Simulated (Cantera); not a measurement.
Low-pressure radical oxidation in H2/O2

A perfectly stirred reactor is fed with H2 : O2 = 0.018 : 1 (molar parts), at 470 Pa; it is held at 975 K, and followed from long to short residence time.

Model: GRI-Mech 3.0 (53 species, 325 reactions), integrated in Cantera. Radical loss at walls, strong at low pressure, is not modelled.

```csv
τ (s),x H2,x O2,x H,x H2O2,x OH
0.53,0.000507,0.977,0.000673,2.15e-8,0.000506
0.29,0.000735,0.976,0.00104,2.50e-8,0.000626
0.16,0.00108,0.975,0.00151,2.95e-8,0.000765
0.092,0.00156,0.974,0.00200,3.51e-8,0.000909
0.051,0.00235,0.973,0.00249,4.27e-8,0.00107
0.029,0.00351,0.973,0.00280,5.14e-8,0.00122
0.016,0.00535,0.974,0.00280,6.05e-8,0.00132
0.0089,0.00803,0.976,0.00235,6.46e-8,0.00130
0.0050,0.0116,0.978,0.00146,5.30e-8,0.00106
0.0028,0.0158,0.981,0.000380,1.33e-8,0.000452
```
x: mole fraction; the columns are a selection and need not sum to one.
